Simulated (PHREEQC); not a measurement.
A made-up water analysis in mg/kgw, 5 °C, pH 6.9, pe 12.8:

```json
[
 {"constituent": "Na", "mg/kgw": "50.8"},
 {"constituent": "K", "mg/kgw": "3.63"},
 {"constituent": "Ca", "mg/kgw": "41.1"},
 {"constituent": "Mg", "mg/kgw": "3.54"},
 {"constituent": "Cl", "mg/kgw": "41.4"},
 {"constituent": "S(6) as SO4", "mg/kgw": "109"},
 {"constituent": "Alkalinity as HCO3", "mg/kgw": "81.1"},
 {"constituent": "F", "mg/kgw": "0.0284"},
 {"constituent": "Si as SiO2", "mg/kgw": "5.86"},
 {"constituent": "Ni", "mg/kgw": "3.59"},
 {"constituent": "Br", "mg/kgw": "3.81"},
 {"constituent": "N(5) as NO3", "mg/kgw": "0.285"}
]
```

Valence states are taken as typed.

Model: ion-association model, wateq4f.dat, run in PHREEQC.

Problem. The ionic strength comes out as 0.00665 mol/kgw. What activity coefficients do F-, Ni+2, Cl-, Na+, CaHCO3+ get?

Solution. F- 0.92, Ni+2 0.72, Cl- 0.92, Na+ 0.92, CaHCO3+ 0.92.

Precipitation was switched off in this run. Saturation is exceeded, for instance for Quartz (slow to form); the values hold only as long as no solid forms. In wateq4f.dat the enthalpy of Ni(OH)2 has the wrong sign, so its saturation index can't be trusted away from 25 °C. Away from 25 °C the constants follow the database's enthalpies or fits; those with neither stay at their 25 °C values. SiF6-2 is the database's only silicon fluoride. The database's nickel carbonate constants are estimates that later reviews lower a good deal.
